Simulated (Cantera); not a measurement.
Input: 1 mol Ta, 6.7 mol H2O, 190 mol H2, held at 2525 K.

Equilibrium computed with Cantera from the NASA thermochemical tables; the gas is ideal and each condensed phase is pure. Candidate condensed phases: H2O, Ta, Ta2O5; 12 gas species. Equilibrium is a limit: real reactors are often held back by kinetics, nucleation or transport.

log p: log10 of the partial pressure in bar; n: condensed amount in mol.

| P (Pa) | log p H | log p H2 | log p H2O | log p O | n Ta2O5(l) |
|---|---|---|---|---|---|
| 0.100 | -6.01 | -8.91 | -12.80 | -7.85 | 0 |
| 2.50 | … | … | … | … | 0 |
| 63 | -3.39 | -3.68 | -5.28 | -5.56 | 0 |
| 1600 | -2.50 | -1.90 | -3.48 | -5.54 | 0 |
| 40000 | … | … | … | -5.60 | … |
| 1000000 | -1.06 | 0.99 | -0.67 | -5.62 | 0.495 |

Fill in the missing entries.


- 2.50, log p H: -4.62
- 2.50, log p H2: -6.14
- 2.50, log p H2O: -8.68
- 2.50, log p O: -6.50
- 40000, log p H: -1.77
- 40000, log p H2: -0.43
- 40000, log p H2O: -2.07
- 40000, n Ta2O5(l): 0.374
